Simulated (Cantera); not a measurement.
A closed system holds: 1 mol C6H6, 0.42 mol NH3, at 2375 K and 2300000 Pa.

These are equilibrium values from Cantera (NASA tables, ideal gas, pure condensed phases), not measurements of a reactor. Candidate condensed phases: C, C6H6, C7H8, C8H18; 92 gas species. The numbers say what is thermodynamically allowed, not how fast it happens.

Base state: H2 0.927, N2 0.0488, HCN 0.0108, C2H2 (acetylene) 0.00575, CH4 0.00367, H 0.00283, HNC 0.00109, CH3 0.000207 (mole fractions); condensed: C(graphite).

**Question.** What changes in the equilibrium state with this change: temperature from 2375 K to 1823 K?

**Answer.** 
| species | before | after |
|---|---|---|
| H2 | 0.927 | 0.929 |
| N2 | 0.0488 | 0.0546 |
| CH4 | 0.00367 | 0.0142 |
| HCN | 0.0108 | 0.00154 |
| C4H2 | 1.47e-5 | 1.64e-8 |
| H | 0.00283 | 8.71e-5 |
| C2H2 (acetylene) | 0.00575 | 0.000196 |
| HNC | 0.00109 | 6.17e-5 |
| CH3 | 0.000207 | 2.68e-5 |
| C(graphite), mol | 5.89 | 5.94 |
